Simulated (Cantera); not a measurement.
What does this Cantera script print?

```python
import numpy as np
import cantera as ct

gas_names = """
    H HNO HNO2 HNO3 HO2 H2 H2O H2O2 N NH NH2 NH3 NH2OH NO NO2 NO3 N2 N2H2 N2H4 N2O O OH O2 O3
""".split()
cond_names = """
    H2O(s) H2O(L)
""".split()


# ... load() reads the species with a 1 bar reference pressure and builds the phases ...
atoms = {
    'NH3': {'N': 1, 'H': 3},
    'H2O': {'H': 2, 'O': 1},
}
top_T = {}  # K; cautious upper limits of use, not melting points


# ... equilibrate(T, P, feed) seeds the gas with the atoms and calls Mixture.equilibrate('TP', solver="vcs", rtol=1e-11, max_steps=5000) ...
results = []
feed = {'NH3': 1, 'H2O': 2.2}  # mol
P = 65000  # Pa
for T in [1948, 1998, 2048, 2098, 2148, 2198, 2248, 2298, 2348]:
    mix = equilibrate(T, P, feed)
    results.append((T, P, feed, dict(zip(mix.species_names, mix.species_moles))))

top = {s: max(r[3][s] / sum(r[3][g] for g in gas_names) for r in results) for s in gas_names}
cols = sorted((s for s in top if top[s] > 0.0001), key=lambda s: -top[s])[:7]
seen = [c for c in cond_names if any(r[3].get(c, 0) > 1e-12 for r in results)]
print("log10 of partial pressures in bar; condensed amounts in mol")
print(f"{'T/K':>10s}" + "".join(f"{s[:9]:>10s}" for s in cols + seen))
for T, P, feed, n in results:
    ng = sum(n[g] for g in gas_names)
    print(f"{T:10.4g}" + "".join(f"{np.log10(max(n[s] / ng * P / 1e5, 1e-99)):10.3f}" for s in cols)
          + "".join(f"{n.get(c, 0):10.4g}" for c in seen))
```

Output:

```
log10 of partial pressures in bar; condensed amounts in mol
       T/K       H2O        H2        N2         H        OH
      1948    -0.468    -0.635    -1.112    -3.264    -4.141
      1998    -0.468    -0.635    -1.112    -3.112    -3.948
      2048    -0.469    -0.636    -1.112    -2.968    -3.764
      2098    -0.469    -0.636    -1.112    -2.830    -3.588
      2148    -0.469    -0.637    -1.112    -2.698    -3.421
      2198    -0.470    -0.637    -1.112    -2.573    -3.262
      2248    -0.470    -0.638    -1.113    -2.453    -3.110
      2298    -0.471    -0.639    -1.113    -2.338    -2.964
      2348    -0.472    -0.641    -1.114    -2.229    -2.825
```

Method: chemical equilibrium by Gibbs-energy minimisation in Cantera with the NASA 1993 tables (ideal gas, pure condensed phases).
